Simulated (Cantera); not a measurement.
An isothermal, constant-pressure homogeneous reactor starts with NO : N2 = 1 : 0.26 (molar parts), at 1900 K and 101000 Pa. Integrator tolerance rtol = 1e-08.

Computed with Cantera and GRI-Mech 3.0 (53 species, 325 reactions).

Task: What does this change do: temperature 1900 to 1625 K?

Result: 
```tsv
quantity	before	after
x(NO) at 50.0 s	0.00706 (gas-phase equilibrium 0.00687)	0.171 (gas-phase equilibrium 0.00259)
x(N2O) at 50.0 s	3.43e-7 (gas-phase equilibrium 3.43e-7)	1.06e-5 (gas-phase equilibrium 1.35e-7)
x(O) at 50.0 s	0.000187 (gas-phase equilibrium 0.000187)	1.09e-5 (gas-phase equilibrium 1.22e-5)
x(NO2) at 50.0 s	2.00e-5 (gas-phase equilibrium 1.95e-5)	0.000788 (gas-phase equilibrium 1.35e-5)
x(O2) at 50.0 s	0.393 (gas-phase equilibrium 0.393)	0.311 (gas-phase equilibrium 0.396)
x(N2) at 50.0 s	0.600 (gas-phase equilibrium 0.600)	0.517 (gas-phase equilibrium 0.602)
```
